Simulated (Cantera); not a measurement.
## Transport properties of process gases

Gas mixture: NH3 : C2H2 = 0.84 : 0.41 (molar parts), at 101000 Pa, frozen composition.

Cantera's kinetic-theory transport with the Lennard-Jones parameters of GRI-Mech 3.0, ideal gas; thermal conductivity in the mixture-averaged form. Polar gases are described roughly by these parameters. The composition is frozen, though it would react at the higher temperatures.

| T (K) | ρ (kg/m³) | cp (J/kg/K) | μ (µPa s) | λ (mW/m/K) | Pr | D (cm²/s) C2H2 | D (cm²/s) O | D (cm²/s) CO2 |
|---|---|---|---|---|---|---|---|---|
| 400 | 0.609 | 2125 | 13.8 | 41.3 | 0.712 | 0.292 | 0.531 | 0.254 |
| 650 | 0.375 | 2555 | 21.7 | 77.7 | 0.712 | 0.730 | 1.25 | 0.632 |
| 900 | 0.271 | 2890 | 28.6 | 117 | 0.708 | 1.32 | 2.19 | 1.13 |
| 1150 | 0.212 | 3176 | 34.8 | 156 | 0.709 | 2.03 | 3.32 | 1.74 |
| 1400 | 0.174 | 3403 | 40.5 | 194 | 0.708 | 2.85 | 4.62 | 2.45 |
| 1650 | 0.148 | 3586 | 45.7 | 232 | 0.708 | 3.77 | 6.08 | 3.24 |
D: mixture-averaged diffusion coefficient of that species in the mixture.
